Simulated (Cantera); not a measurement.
# Hydrocarbon pyrolysis for carbon deposition

A perfectly stirred reactor is fed with CH4 : H2 = 1 : 10 (molar parts), at 0.0133 bar; it is held at 1425 K, and followed from long to short residence time.

Model: GRI-Mech 3.0 (53 species, 325 reactions), integrated in Cantera. GRI-Mech 3.0 stops at C3 and has no aromatics, soot or wall deposition, so with more carbon than oxygen in the feed, carbon stays in small species such as C2H2 where larger ones or solid carbon would form. Radical loss at walls, strong at low pressure, is not modelled.

| τ (s) | x CH4 | x H2 | x H | x C2H4 | x C2H6 | x CH3 | x CH2 |
|---|---|---|---|---|---|---|---|
| 15 | 0.0832 | 0.913 | 3.60e-5 | 0.000119 | 4.06e-6 | 6.58e-5 | 1.87e-9 |
| 4.6 | 0.0884 | 0.910 | 3.45e-5 | 0.000102 | 4.33e-6 | 6.73e-5 | 1.84e-9 |
| 1.4 | 0.0902 | 0.909 | 3.19e-5 | 7.44e-5 | 3.97e-6 | 6.35e-5 | 1.61e-9 |
| 0.43 | 0.0907 | 0.909 | 2.50e-5 | 3.02e-5 | 2.67e-6 | 5.01e-5 | 1.00e-9 |
| 0.13 | 0.0909 | 0.909 | 1.24e-5 | 2.91e-6 | 7.25e-7 | 2.48e-5 | 2.50e-10 |
| 0.040 | 0.0909 | 0.909 | 4.18e-6 | 9.28e-8 | 6.48e-8 | 8.38e-6 | 2.86e-11 |
| 0.012 | 0.0909 | 0.909 | 1.27e-6 | 2.43e-9 | 2.87e-9 | 2.54e-6 | 2.64e-12 |
| 0.0037 | 0.0909 | 0.909 | 3.94e-7 | 7.00e-11 | 9.99e-11 | 7.85e-7 | <1e-12 |
| 0.0011 | 0.0909 | 0.909 | 1.18e-7 | 1.76e-12 | 2.74e-12 | 2.32e-7 | <1e-12 |
| 0.00034 | 0.0909 | 0.909 | 3.77e-8 | <1e-12 | <1e-12 | 7.06e-8 | <1e-12 |
| 0.00010 | 0.0909 | 0.909 | 1.20e-8 | <1e-12 | <1e-12 | 1.99e-8 | <1e-12 |
x: mole fraction; the columns are a selection and need not sum to one.
